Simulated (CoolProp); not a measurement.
Vapour-liquid equilibrium of carbon dioxide (1) + R227EA (2) at 709 kPa; x and y are mole fractions of (1).

The numbers come from the multi-fluid Helmholtz-energy mixture model, Span 1996 and Lemmon 2016; pair parameters Bell 2016 in CoolProp.

```
x     bubble temperature (K)  y at the bubble point  dew temperature at overall composition x (K)  liquid density (mol/L)
----  ----------------------  ---------------------  --------------------------------------------  ----------------------
0.05                   301.5                  0.284                                         311.5                   8.336
0.15                   280.8                  0.649                                         307.4                   9.491
0.25                   265.6                  0.816                                         303.1                   10.64
0.35                   254.9                  0.894                                         298.4                   11.84
0.45                   247.1                  0.935                                         293.3                   13.15
0.55                   241.1                  0.959                                         287.5                   14.64
0.65                   236.2                  0.974                                         280.7                   16.38
0.75                   232.2                  0.985                                         272.5                   18.45
0.85                   228.6                  0.992                                         261.4                   21.00
0.95                   225.5                  0.998                                         243.5                   24.21
```

No azeotrope shows between x = 0.05 and 0.95.

The pair parameters rest on a limited set of measurements; away from them the model extrapolates.
